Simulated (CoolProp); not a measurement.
Vapour pressure (kPa) of methanol: the reference equation beside estimates from Tc = 513.4 K, pc = 8216 kPa, ω = 0.565.

Computed with CoolProp (reference Helmholtz-energy equation of state, de Reuck 1993).

| T (K) | reference | Lee-Kesler | van der Waals | Redlich-Kwong | Peng-Robinson |
|---|---|---|---|---|---|
| 252.5 | 0.9795 | 0.5851 | 204.1 | 14.72 | 0.6975 |
| 268.5 | 3.008 | 2.080 | 307.7 | 33.89 | 2.385 |
| 284.5 | 8.044 | 6.229 | 444.1 | 69.36 | 6.914 |
| 300.5 | 19.17 | 16.19 | 617.8 | 129.1 | 17.49 |
| 316.5 | 41.44 | 37.36 | 833.2 | 222.4 | 39.48 |
| 332.5 | 82.50 | 78.03 | 1095 | 359.6 | 81.00 |
| 348.6 | 153.7 | 150.4 | 1408 | 552.8 | 154.0 |
| 364.6 | 268.4 | 268.5 | 1772 | 810.7 | 272.3 |
| 380.6 | 444.9 | 451.2 | 2193 | 1145 | 454.7 |
| 396.6 | 705.3 | 719.7 | 2674 | 1568 | 723.0 |
| 412.6 | 1075 | 1098 | 3217 | 2088 | 1102 |

Absolute difference from the reference over all 11 rows, mean and median: Lee-Kesler 12.0 and 5.4 %, van der Waals 4072.3 and 1227.3 %, Redlich-Kwong 488.5 and 335.9 %, Peng-Robinson 8.0 and 2.5 %.
